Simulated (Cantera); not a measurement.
Feed: 1 mol Si, 3 mol HBr, 16 mol H2, held at 225 °C and 0.100 bar.

Equilibrium computed with Cantera from the NASA thermochemical tables; the gas is ideal and each condensed phase is pure. The numbers say what is thermodynamically allowed, not how fast it happens.

```json
[
 {"species": "H2", "before": "0.958", "after": "0.959"},
 {"species": "SiBr4", "before": "0.0393", "after": "0.0401"},
 {"species": "SiHBr3", "before": "0.00238", "after": "0.00135"},
 {"species": "SiH2Br2", "before": "6.57e-5", "after": "2.06e-5"},
 {"species": "HBr", "before": "1.12e-5", "after": "2.02e-5"},
 {"species": "Si(s), mol", "before": "0.239", "after": "0.244"}
]
```
Gas species are given as mole fractions.

### Question
What was changed between the two runs?
A) pressure from 0.100 bar to 1.90 Pa
B) pressure from 0.100 bar to 9.60 mbar
C) temperature from 225 °C to 477 °C
D) temperature from 225 °C to 1150 °C

### Answer
B, pressure from 0.100 bar to 9.60 mbar
